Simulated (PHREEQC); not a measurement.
Make-up at 50 °C: 1.6 mmol/kgw H2SO4, 0.51 mmol/kgw CuSO4 and 2 mmol/kgw MgSO4. Closed to the air; pH follows from the charge balance.

Computed with PHREEQC (ion-association model, phreeqc.dat).

Precipitation was switched off in this run.

Q: What pH, specific conductance, ionic strength does the model give?

A: pH 2.65; specific conductance 2200 µS/cm; ionic strength 0.0103 mol/kgw.

Q: In which forms is S present?

A: SO4-2 64 %, HSO4- 18 %, MgSO4 16 %, CuSO4 2.6 % of the S.

Complexes and solids missing from the database can't appear. Away from 25 °C the constants follow the database's enthalpies or fits; those with neither stay at their 25 °C values.
